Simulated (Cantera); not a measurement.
Cantera run:

```python
import numpy as np
import cantera as ct

gas_names = [...]  # 127 gases of nasa_gas.yaml made of C, Fe, H, O, S
cond_names = """
    C(gr) C6H6(L) C7H8(L) C8H18(L),n-octa Fe(a) Fe(c) Fe(d) Fe(L) FeC5O5(L) FeO(s) FeO(L) Fe(OH)2(s)
    Fe(OH)3(s) FeS(a) FeS(b) FeS(c) FeS(L) FeSO4(s) FeS2(s) Fe2O3(s) Fe2S3O12(s) Fe3O4(s) H2O(s) H2O(L)
    H2SO4(L) S(cr1) S(cr2) S(L)
""".split()


# ... load() reads the species with a 1 bar reference pressure and builds the phases ...
atoms = {
    'FeS': {'Fe': 1, 'S': 1},
    'SO3': {'S': 1, 'O': 3},
    'CO2': {'C': 1, 'O': 2},
    'H2S': {'H': 2, 'S': 1},
}
top_T = {'C(gr)': 4500, 'FeSO4(s)': 950, 'FeS2(s)': 1010, 'Fe2O3(s)': 1830, 'Fe2S3O12(s)': 1100, 'Fe3O4(s)': 1870}  # K; cautious upper limits of use, not melting points


# ... equilibrate(T, P, feed) seeds the gas with the atoms and calls Mixture.equilibrate('TP', solver="vcs", rtol=1e-11, max_steps=5000) ...
results = []
feed = {'FeS': 1, 'SO3': 4.3, 'CO2': 2.9, 'H2S': 0.42}  # mol
P = 37000  # Pa
for T in [700, 800, 900, 1000, 1100, 1200, 1300, 1400, 1500, 1600, 1700, 1800]:
    mix = equilibrate(T, P, feed)
    results.append((T, P, feed, dict(zip(mix.species_names, mix.species_moles))))

top = {s: max(r[3][s] / sum(r[3][g] for g in gas_names) for r in results) for s in gas_names}
cols = sorted((s for s in top if top[s] > 1e-06), key=lambda s: -top[s])[:7]
seen = [c for c in cond_names if any(r[3].get(c, 0) > 1e-12 for r in results)]
print("log10 of partial pressures in bar; condensed amounts in mol")
print(f"{'T/K':>10s}" + "".join(f"{s[:9]:>10s}" for s in cols + seen))
for T, P, feed, n in results:
    ng = sum(n[g] for g in gas_names)
    print(f"{T:10.4g}" + "".join(f"{np.log10(max(n[s] / ng * P / 1e5, 1e-99)):10.3f}" for s in cols)
          + "".join(f"{n.get(c, 0):10.4g}" for c in seen))
```

It prints:

```
log10 of partial pressures in bar; condensed amounts in mol
       T/K       SO2       CO2       H2O        CO        S2        SO       S2O    FeO(s)    FeO(L)   FeS2(s)  Fe3O4(s)
       700    -0.634    -0.920    -1.760    -6.656    -4.341    -8.307    -4.718         0         0   0.05353    0.3155
       800    -0.635    -0.921    -1.763    -5.400    -3.140    -6.872    -3.856         0         0   0.03808    0.3206
       900    -0.638    -0.922    -1.767    -4.521    -2.589    -5.853    -3.473         0         0         0    0.3333
      1000    -0.638    -0.922    -1.766    -3.929    -2.585    -5.146    -3.492         0         0         0    0.3333
      1100    -0.638    -0.923    -1.766    -3.449    -2.590    -4.570    -3.515         0         0         0    0.3333
      1200    -0.638    -0.926    -1.766    -3.056    -2.611    -4.094    -3.545         0         0         0    0.3333
      1300    -0.637    -0.929    -1.768    -2.734    -2.658    -3.699    -3.593         0         0         0    0.3333
      1400    -0.637    -0.936    -1.770    -2.475    -2.748    -3.373    -3.671         0         0         0    0.3333
      1500    -0.636    -0.944    -1.772    -2.274    -2.906    -3.110    -3.799         0         0         0    0.3333
      1600    -0.633    -0.946    -1.772    -2.255    -3.682    -3.039    -4.388     0.311         0         0    0.2297
      1700    -0.632    -0.943    -1.770    -2.333    -4.767    -3.077    -5.209         0    0.4569         0     0.181
      1800    -0.632    -0.938    -1.769    -2.468    -6.001    -3.179    -6.141         0    0.5813         0    0.1396
```

Cantera equilibrium calculation (NASA polynomials, part measured and part estimated; ideal gas, pure solids and liquids). Mutual solubility and eutectic melting of coexisting phases are not modelled. The tables' stoichiometric FeO is somewhat more stable than real wüstite, so its field is too wide. FeO: taken at fixed stoichiometry. Gases not in the tables: S3 to S7.
